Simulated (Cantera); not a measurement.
A Cantera script and its output.

```python
import numpy as np
import cantera as ct

gas = ct.Solution("gri30.yaml")
gas.TPX = 775, 560000, {'CH4': 1, 'O2': 4.17, 'N2': 15.7, 'H2O': 0.14}
inlet = ct.Reservoir(gas, clone=True)
gas.equilibrate("HP")  # start burning
reactor = ct.IdealGasConstPressureReactor(gas, energy="on", clone=False)
exhaust = ct.Reservoir(gas, clone=True)
tau = [0.4, 0.11, 0.03, 0.0084, 0.0023, 0.00063, 0.00017, 4.8e-05, 1.3e-05][0]
for a, b in ((inlet, reactor), (reactor, exhaust)):
    ct.MassFlowController(a, b, mdot=lambda t: reactor.mass / tau)
net = ct.ReactorNet([reactor])
show = ['CH4', 'O2', 'HO2', 'CH2O', 'C2H']

rows = []
print(f"{'tau/s':>10s}{'T/K':>9s}" + "".join(f"{s:>11s}" for s in show))
for tau in [0.4, 0.11, 0.03, 0.0084, 0.0023, 0.00063, 0.00017, 4.8e-05, 1.3e-05]:
    net.initial_time = 0.0
    net.advance(30 * tau)
    before = gas.X
    net.advance(40 * tau)
    drift = np.max(np.abs(gas.X - before) / (gas.X + 1e-9))
    rows.append([gas.T, *gas[show].X, drift])
    print(f"{tau:10.3e}{gas.T:9.1f}" + "".join(f"{x:11.3e}" for x in gas[show].X))
```

Output:

```
     tau/s      T/K        CH4         O2        HO2       CH2O        C2H
 4.000e-01   1821.9  1.157e-06  1.031e-01  1.249e-06  1.178e-07  1.461e-14
 1.100e-01   1821.5  3.772e-06  1.032e-01  1.438e-06  3.878e-07  1.499e-13
 3.000e-02   1819.9  1.088e-05  1.032e-01  2.051e-06  1.146e-06  1.115e-12
 8.400e-03   1816.2  2.736e-05  1.033e-01  3.753e-06  3.007e-06  5.444e-12
 2.300e-03   1807.9  6.671e-05  1.036e-01  8.204e-06  7.757e-06  2.016e-11
 6.300e-04   1788.7  1.661e-04  1.045e-01  1.932e-05  2.030e-05  6.004e-11
 1.700e-04   1738.7  4.957e-04  1.074e-01  5.028e-05  6.045e-05  1.706e-10
 4.800e-05    775.0  4.760e-02  1.985e-01  4.020e-13  1.464e-15 -4.726e-40
 1.300e-05    775.0  4.760e-02  1.985e-01  1.089e-13  1.073e-16  7.875e-44
```

Computed with Cantera and GRI-Mech 3.0 (53 species, 325 reactions).
